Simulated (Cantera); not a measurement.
A Cantera script and what it prints.

```python
import numpy as np
import cantera as ct

gas_names = """
    H HNO HNO2 HNO3 HO2 H2 H2O H2O2 N NH NH2 NH3 NH2OH NO NO2 NO3 N2 N2H2 N2H4 N2O O OH O2 O3 Si SiH
    SiH2 SiH3 SiH4 SiN SiO SiO2 Si2 Si2N Si3
""".split()
cond_names = """
    H2O(s) H2O(L) Si(cr) Si(L) SiO2(Lqz) SiO2(hqz) SiO2(L) Si2N2O(s) Si3N4(a)
""".split()


def load(file, names, dense=False):
    # The tables refer to 1 bar. Condensed volumes are neglected.
    table = {s.name: s for s in ct.Species.list_from_file(file)}
    out = []
    for n in names:
        d = dict(table[n].input_data)
        d["thermo"] = dict(d["thermo"], **{"reference-pressure": 1e5})
        if dense:
            d["equation-of-state"] = {"model": "constant-volume", "density": "1e6 g/cm^3"}
        out.append(ct.Species.from_dict(d))
    return out


gas = ct.Solution(thermo="ideal-gas", species=load("nasa_gas.yaml", gas_names))
cond = {s.name: ct.Solution(thermo="fixed-stoichiometry", species=[s], name=s.name)
        for s in load("nasa_condensed.yaml", cond_names, dense=True)}
atoms = {
    'Si': {'Si': 1},
    'N2O': {'N': 2, 'O': 1},
    'H2': {'H': 2},
}
top_T = {'Si2N2O(s)': 2100, 'Si3N4(a)': 2400}  # K; cautious upper limits of use, not melting points


def equilibrate(T, P, feed):
    n = {}
    for name, mol in feed.items():
        for a, k in atoms[name].items():
            n[a] = n.get(a, 0.0) + k * mol
    gas.TPX = T, P, n
    mass = sum(n.values()) * gas.mean_molecular_weight
    gas.equilibrate("TP")
    valid = [c for c in cond.values() if c.min_temp <= T <= top_T.get(c.name, c.max_temp)]
    mix = ct.Mixture([(gas, mass / gas.mean_molecular_weight)] + [(c, 0.0) for c in valid])
    mix.T, mix.P = T, P
    mix.equilibrate("TP", solver="vcs", rtol=1e-11, max_steps=5000)
    return mix


results = []
feed = {'Si': 1, 'N2O': 1.8, 'H2': 340}  # mol
P = 0.72  # Pa
for T in [975, 1075, 1175, 1275, 1375, 1475, 1575, 1675, 1775, 1875]:
    mix = equilibrate(T, P, feed)
    results.append((T, P, feed, dict(zip(mix.species_names, mix.species_moles))))

top = {s: max(r[3][s] / sum(r[3][g] for g in gas_names) for r in results) for s in gas_names}
cols = sorted((s for s in top if top[s] > 0.001), key=lambda s: -top[s])[:8]
seen = [c for c in cond_names if any(r[3].get(c, 0) > 1e-12 for r in results)]
print("log10 of partial pressures in bar; condensed amounts in mol")
print(f"{'T/K':>10s}" + "".join(f"{s[:9]:>10s}" for s in cols + seen))
for T, P, feed, n in results:
    ng = sum(n[g] for g in gas_names)
    print(f"{T:10.4g}" + "".join(f"{np.log10(max(n[s] / ng * P / 1e5, 1e-99)):10.3f}" for s in cols)
          + "".join(f"{n.get(c, 0):10.4g}" for c in seen))
```

Output:

```
log10 of partial pressures in bar; condensed amounts in mol
       T/K        H2         H        N2       SiO       H2O SiO2(hqz) Si2N2O(s)
       975    -5.145   -11.514    -7.437   -12.674   -11.505    0.8666   0.06671
      1075    -5.145   -10.406    -7.437   -10.134   -11.297    0.8653   0.06559
      1175    -5.145    -9.484    -7.421    -8.374   -10.786    0.7992         0
      1275    -5.145    -8.705    -7.422    -8.278    -8.974    0.7496         0
      1375    -5.147    -8.039    -7.423    -7.756    -7.875    0.1646         0
      1475    -5.149    -7.462    -7.423    -7.679    -7.776         0         0
      1575    -5.154    -6.958    -7.426    -7.681    -7.778         0         0
      1675    -5.166    -6.518    -7.432    -7.687    -7.785         0         0
      1775    -5.194    -6.135    -7.445    -7.700    -7.801         0         0
      1875    -5.253    -5.810    -7.472    -7.727    -7.835         0         0
```

Method: chemical equilibrium by Gibbs-energy minimisation in Cantera with the NASA 1993 tables (ideal gas, pure condensed phases). Mutual solubility and eutectic melting of coexisting phases are not modelled. The tables hold silica as quartz up to 1696 K and as liquid above; real silica turns to tridymite and cristobalite and melts near 1996 K.
